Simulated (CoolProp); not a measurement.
Propane along the isotherm 419.3 K: Z from the reference equation and from simpler models built on Tc = 369.9 K, pc = 4251 kPa, ω = 0.152; each cubic takes its own stable root.

Model: reference Helmholtz-energy equation of state, Lemmon 2009, in CoolProp.

| p (kPa) | phase | reference |
|---|---|---|
| 2130 | gas | 0.8791 |
| 4250 | gas | 0.7394 |
| 6380 | supercritical | 0.5773 |
| 8500 | supercritical | 0.4631 |
| 10600 | supercritical | 0.4587 |
| 12800 | supercritical | 0.4943 |
| 14900 | supercritical | 0.5385 |
| 17000 | supercritical | 0.5862 |
| 19100 | supercritical | 0.6352 |
| 21300 | supercritical | 0.6870 |

### Question
How far does each simpler model (Redlich-Kwong, Soave-Redlich-Kwong) lie from the reference over these 10 states: mean and median of the absolute difference, and the worst?

### Answer
- Redlich-Kwong: mean 4.4 %, median 5.0 %, worst +7.2 % at 419.3 K and 12800 kPa
- Soave-Redlich-Kwong: mean 7.4 %, median 8.3 %, worst +12.8 % at 419.3 K and 10600 kPa
